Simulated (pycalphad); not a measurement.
Computed with pycalphad from the COST 507 light-alloy database (1999), at 1 atm. The data set is of 1999 and partly superseded. Amounts are mole fractions of atoms.

Problem. Give the equilibrium state of Al-0.5197C (wt.%) at 750 K.

Solution. 
```
T = 750.00 K, P = 101325 Pa, N = 1 mol of atoms
G = -27963 J/mol, H = 11377 J/mol, S = 52.45 J/(mol K)  (SER reference)
chemical potentials (J/mol): Al -27472, C -69740
phase             fraction      x(Al)       x(C)
FCC_A1              0.9729     1.0000   1.66e-13
AL4C3               0.0271     0.5714     0.4286
```

Problem. Give the equilibrium state of Al-0.5197C (wt.%) at 1350 K.

Solution. 
```
T = 1350.00 K, P = 101325 Pa, N = 1 mol of atoms
G = -70174 J/mol, H = 40749 J/mol, S = 82.17 J/(mol K)  (SER reference)
chemical potentials (J/mol): Al -70195, C -68449
phase             fraction      x(Al)       x(C)
LIQUID              0.9730     1.0000   1.32e-05
AL4C3               0.0270     0.5714     0.4286
```

Database names, with the compositions (at.%) that they take in these runs: AL4C3: Al 57 C 43. FCC_A1 is fcc.
